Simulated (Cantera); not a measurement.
**Equilibrium for oxide etching and cleaning by halides: SiO₂ + F₂ + H₂**

A closed system holds: 1 mol SiO₂, 2.6 mol F₂, 0.93 mol H₂, equilibrated at 0.0585 Torr.

These are equilibrium values from Cantera (NASA tables, ideal gas, pure condensed phases), not measurements of a reactor. Candidate condensed phases: H₂O, Si, SiO₂; 38 gas species. The tables' values for SiF₃ are old estimates; treat these amounts as uncertain. The tables hold silica as quartz up to 1696 K and as liquid above; real silica turns to tridymite and cristobalite and melts near 1996 K. The numbers say what is thermodynamically allowed, not how fast it happens.

```tsv
T (°C)	x HF	x SiF₄	x O₂	x H₂O	x O	n SiO₂(α-quartz)	n SiO₂(β-quartz)
427	0.386	0.287	0.246	0.0811	<1e-12	0.0274	0
577	0.480	0.253	0.240	0.0271	4.11e-11	0	0.118
727	0.510	0.243	0.238	0.00995	8.68e-9	0	0.148
877	0.519	0.239	0.237	0.00445	4.58e-7	0	0.157
1027	0.523	0.238	0.237	0.00234	9.75e-6	0	0.161
1177	0.524	0.237	0.237	0.00140	0.000111	0	0.162
1327	0.525	0.237	0.236	0.000915	0.000798	0	0.163
```
x: gas mole fraction; n: condensed amount in mol.

At 427 °C the condensed part is SiO₂(α-quartz). From 577 °C to 1327 °C the condensed part is SiO₂(β-quartz). The main Si-bearing gas is SiF₄ throughout. The share of Si in condensed phases is highest at 1327 °C (16.3 %) and lowest at 427 °C (2.7 %).
